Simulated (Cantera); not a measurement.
# Pyrogenic steam for wet oxidation

An isothermal, constant-pressure homogeneous reactor starts with H2 : O2 : N2 = 1.3 : 1 : 4.9 (molar parts), at 875 K and 89000 Pa.

Model: the H2/O2 subset of GRI-Mech 3.0, which has no nitrogen chemistry, integrated in Cantera. Below about 950 K walls govern HO2 and H2O2 in real vessels. The temperature is held fixed by assumption; the heat of reaction is taken as removed at once.

| t (s) | x H2 | x O2 | x O | x H2O | x HO2 | x OH |
|---|---|---|---|---|---|---|
| 3.00e-5 | 0.181 | 0.139 | <1e-12 | 3.21e-12 | 1.87e-11 | <1e-12 |
| 0.000100 | 0.181 | 0.139 | <1e-12 | 1.87e-11 | 7.89e-11 | <1e-12 |
| 0.000336 | 0.181 | 0.139 | <1e-12 | 7.41e-11 | 2.87e-10 | <1e-12 |
| 0.00113 | 0.181 | 0.139 | <1e-12 | 2.65e-10 | 9.91e-10 | <1e-12 |
| 0.00377 | 0.181 | 0.139 | <1e-12 | 9.74e-10 | 3.41e-9 | <1e-12 |
| 0.0126 | 0.181 | 0.139 | 1.06e-12 | 4.22e-9 | 1.24e-8 | <1e-12 |
| 0.0423 | 0.181 | 0.139 | 3.09e-12 | 3.06e-8 | 5.73e-8 | <1e-12 |
| 0.142 | 0.181 | 0.139 | 3.84e-11 | 8.53e-7 | 7.12e-7 | 1.20e-11 |
| 0.475 | 0.180 | 0.139 | 1.04e-9 | 0.000110 | 6.59e-6 | 5.12e-10 |
| 1.59 | 0.170 | 0.133 | 1.25e-8 | 0.0111 | 2.42e-5 | 9.77e-9 |
| 5.32 | 0.113 | 0.106 | 9.53e-9 | 0.0741 | 2.22e-5 | 1.11e-8 |
| 17.8 | 0.0204 | 0.0630 | 8.15e-9 | 0.176 | 1.21e-5 | 1.59e-8 |
| 59.7 | 0.000222 | 0.0535 | 2.85e-10 | 0.198 | 6.48e-7 | 4.04e-9 |
| 200 | 2.07e-5 | 0.0534 | 7.77e-12 | 0.198 | 9.12e-8 | 9.23e-10 |
x: mole fraction; the columns are a selection and need not sum to one.

Equilibrium at this temperature and pressure: H2 1.14e-12, O2 0.0534, O <1e-12, H2O 0.198, HO2 4.65e-11, OH 7.29e-9 (gas phase only).
